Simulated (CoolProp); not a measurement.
Properties of R1233zd(E) along the isobar 5350 kPa (Tc = 438.9 K, pc = 3583 kPa, ω = 0.304).

Computed with CoolProp (reference Helmholtz-energy equation of state, Akasaka 2022).

| T (K) | phase | density (kg/m³) | isothermal compressibility (1/MPa) | fugacity coefficient |
|---|---|---|---|---|
| 380.3 | liquid | 1062 | 0.007322 | 0.2157 |
| 385.3 | liquid | 1046 | 0.008131 | 0.2346 |
| 390.2 | liquid | 1030 | 0.009062 | (withheld) |
| 395.2 | liquid | 1012 | 0.01019 | 0.2744 |
| 400.2 | liquid | 994.0 | 0.01155 | 0.2955 |
| 405.2 | liquid | 974.8 | 0.01320 | 0.3173 |
| 410.2 | liquid | 954.7 | 0.01526 | 0.3397 |
| 415.1 | liquid | 933.8 | 0.01781 | 0.3622 |
| 420.1 | liquid | 911.0 | 0.02117 | 0.3856 |
| 425.1 | liquid | 886.5 | (withheld) | 0.4093 |
| 430.1 | liquid | 859.8 | 0.03180 | 0.4333 |
| 435.1 | liquid | 830.2 | 0.04065 | 0.4574 |
| 440 | supercritical | 797.7 | (withheld) | 0.4810 |
| 445 | supercritical | 759.5 | 0.07491 | (withheld) |
| 450 | supercritical | 714.4 | 0.1112 | 0.5286 |

Question: What belongs in the gaps?

Answer: 
- 390.2, fugacity coefficient: 0.2539
- 425.1, isothermal compressibility (1/MPa): 0.02564
- 440, isothermal compressibility (1/MPa): 0.05369
- 445, fugacity coefficient: 0.5050
